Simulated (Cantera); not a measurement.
## Premixed flame

A freely propagating, adiabatic, planar premixed flame of 6.07 % C2H6, 19.3 % O2, 61.9 % N2, 12.7 % H2O, equivalence ratio 1.1, unburnt at 650 K and 1.01 bar; mixture-averaged transport, grid criteria slope 0.08 and curve 0.16, no radiation.

Cantera simulation using GRI-Mech 3.0 (53 species, 325 reactions); the numbers are that mechanism's predictions, not measurements. Burning velocities carry a grid error of a few per cent, more on coarse grids.

```csv
z (mm),T (K),u (m/s),x C2H6,x O2,x H2O,x CH2O,x CO,x NO2
-0.918,650,1.50,0.0606,0.193,0.127,1.71e-7,4.22e-6,<1e-8
-0.612,652,1.51,0.0604,0.192,0.127,3.79e-6,6.61e-5,<1e-8
-0.459,658,1.53,0.0601,0.191,0.128,1.81e-5,0.000269,1.21e-8
-0.306,701,1.64,0.0587,0.186,0.132,0.000161,0.00178,8.23e-8
-0.153,1025,2.46,0.0440,0.154,0.161,0.00165,0.0157,2.42e-7
-0.0765,1414,3.49,0.0196,0.113,0.194,0.00210,0.0374,7.78e-8
0,1793,4.52,0.00136,0.0638,0.229,0.000870,0.0627,<1e-8
0.0765,1968,4.97,5.55e-6,0.0336,0.245,0.000144,0.0664,<1e-8
0.153,2020,5.08,<1e-8,0.0217,0.250,1.15e-5,0.0574,<1e-8
0.306,2070,5.17,<1e-8,0.0152,0.250,4.52e-8,0.0454,<1e-8
0.612,2131,5.29,<1e-8,0.0121,0.252,<1e-8,0.0394,<1e-8
1.22,2202,5.44,<1e-8,0.00945,0.258,<1e-8,0.0369,<1e-8
2.45,2271,5.59,<1e-8,0.00676,0.265,<1e-8,0.0346,<1e-8
```
x: mole fraction of selected species; z is measured from the peak of heat release.

The laminar burning velocity is 150 cm/s. The thermal thickness is 0.306 mm, the peak x(CH2O) comes out as 0.00220 and the peak x(CO) is 0.0679. The grid points comes out as 146.
